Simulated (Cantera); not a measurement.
Diamond growth

A diamond (100) surface in a fixed gas of H2 with x(CH4) = 0.012, x(H) = 0.041, at 1225 K, 0.0326 atm; coverages are run to steady state.

Computed with Cantera and the Harris–Goodwin 1993 mechanism for the reconstructed diamond (100) surface.

```json
[
 {"x(CH3)": "1e-06", "growth (µm/h)": "0.0233", "θ c6HH": "0.421", "θ c6H*": "0.0415", "θ c6*H": "0.503", "θ c6**": "0.0349", "θ c6HM": "3.33e-6"},
 {"x(CH3)": "2.6e-06", "growth (µm/h)": "0.0607", "θ c6HH": "0.421", "θ c6H*": "0.0415", "θ c6*H": "0.503", "θ c6**": "0.0349", "θ c6HM": "8.65e-6"},
 {"x(CH3)": "6.9e-06", "growth (µm/h)": "0.161", "θ c6HH": "0.421", "θ c6H*": "0.0415", "θ c6*H": "0.503", "θ c6**": "0.0349", "θ c6HM": "2.29e-5"},
 {"x(CH3)": "1.8e-05", "growth (µm/h)": "0.420", "θ c6HH": "0.421", "θ c6H*": "0.0415", "θ c6*H": "0.503", "θ c6**": "0.0349", "θ c6HM": "5.98e-5"},
 {"x(CH3)": "4.7e-05", "growth (µm/h)": "1.10", "θ c6HH": "0.421", "θ c6H*": "0.0415", "θ c6*H": "0.502", "θ c6**": "0.0349", "θ c6HM": "0.000156"},
 {"x(CH3)": "0.00012", "growth (µm/h)": "2.80", "θ c6HH": "0.421", "θ c6H*": "0.0415", "θ c6*H": "0.502", "θ c6**": "0.0348", "θ c6HM": "0.000399"},
 {"x(CH3)": "0.00032", "growth (µm/h)": "7.45", "θ c6HH": "0.420", "θ c6H*": "0.0414", "θ c6*H": "0.502", "θ c6**": "0.0348", "θ c6HM": "0.00106"},
 {"x(CH3)": "0.00085", "growth (µm/h)": "19.7", "θ c6HH": "0.419", "θ c6H*": "0.0413", "θ c6*H": "0.500", "θ c6**": "0.0345", "θ c6HM": "0.00281"},
 {"x(CH3)": "0.0022", "growth (µm/h)": "50.3", "θ c6HH": "0.416", "θ c6H*": "0.0410", "θ c6*H": "0.496", "θ c6**": "0.0340", "θ c6HM": "0.00718"}
]
```
θ: site fractions in the mechanism's names (c6HH fully hydrogenated, c6H* and c6*H radical sites, c6** diradical, c6HM methylated).
